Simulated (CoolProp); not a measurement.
A Linde-Hampson liquefier for dry air: isothermal reversible compression at 250 K from 1 atm to 5 MPa, throttling to 1 atm, return gas leaving the recuperator 10 K below the feed. Each further row changes one setting.

Model: reference Helmholtz-energy equation of state, Lemmon 2000, in CoolProp. It is a pseudo-pure fit of the blend.

| case | liquid yield per pass | compression work (kJ/kg of gas) |
|---|---|---|
| as stated | 0.015 | 277 |
| high pressure 10 MPa | [?] | 324 |
| warm-end temperature 280 K | [?] | [?] |
| warm-end gap 15 K | [?] | 277 |

Problem. Complete the blanks.

Solution. 
- high pressure 10 MPa, liquid yield per pass: 0.055
- warm-end temperature 280 K, liquid yield per pass: 0.006
- warm-end temperature 280 K, compression work (kJ/kg of gas): 312
- warm-end gap 15 K, liquid yield per pass: 0.001
